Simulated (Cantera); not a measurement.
# N2O furnace oxynitridation

An isothermal, constant-pressure homogeneous reactor starts with 30.5 % N2O, 67.1 % O2, 2.44 % N2, at 1050 K and 100.0 Torr.

Computed with Cantera and GRI-Mech 3.0 (53 species, 325 reactions). GRI-Mech 3.0 was tuned for natural gas; its chemistry of N2O as a main component is partial and can be far from experiment. The mechanism lacks the step 2 NO + O2 → 2 NO2, which can matter for NO2 below about 1400 K. The temperature is held fixed by assumption; the heat of reaction is taken as removed at once.

```tsv
t (s)	x N2O	x O2	x NO2	x N2	x NO	x O
2.00e-5	0.305	0.671	<1e-12	0.0244	3.83e-11	9.19e-9
9.28e-5	0.305	0.671	<1e-12	0.0244	7.53e-10	3.72e-8
0.000431	0.305	0.671	<1e-12	0.0244	1.12e-8	1.00e-7
0.00200	0.305	0.671	<1e-12	0.0244	8.82e-8	1.23e-7
0.00928	0.305	0.671	3.98e-12	0.0244	4.57e-7	1.23e-7
0.0431	0.305	0.671	8.88e-11	0.0244	2.17e-6	1.23e-7
0.200	0.305	0.671	1.85e-9	0.0246	1.01e-5	1.23e-7
0.928	0.304	0.671	3.31e-8	0.0252	4.69e-5	1.23e-7
4.31	0.300	0.671	3.67e-7	0.0283	0.000216	1.23e-7
20.0	0.284	0.673	2.13e-6	0.0420	0.000967	1.23e-7
```
x: mole fraction; the columns are a selection and need not sum to one.

Equilibrium at this temperature and pressure: N2O 1.02e-9, O2 0.714, NO2 1.53e-6, N2 0.286, NO 5.90e-5, O 1.56e-9 (gas phase only).
